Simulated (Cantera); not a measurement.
Thermodynamics of halide evaporation, hydrolysis and transport, feed KCl + HCl + N₂ + HF

Feed: 1 mol KCl, 0.11 mol HCl, 490 mol N₂, 0.093 mol HF, at 1300 K and 1.00 bar.

Method: chemical equilibrium by Gibbs-energy minimisation in Cantera with the NASA 1993 tables (ideal gas, pure condensed phases). Candidate condensed phases: K, KCl, KF, KHF₂, NH₄Cl; 33 gas species. Rates play no part.

The x(N₂) is 0.998, the x(KCl) comes out as 0.00189 and the x(HCl) is 0.000227. The x(HF) comes out as 0.000186, the x(K₂Cl₂) is 7.06e-5 and the x(KF) comes out as 3.00e-6. The gas amount is 491.2 mol, the log10 activity of KF(l) (absent) is -3.38 and the log10 activity of KHF₂(l) (absent) comes out as -9.13. The log10 activity of K(l) (absent) is -9.50.
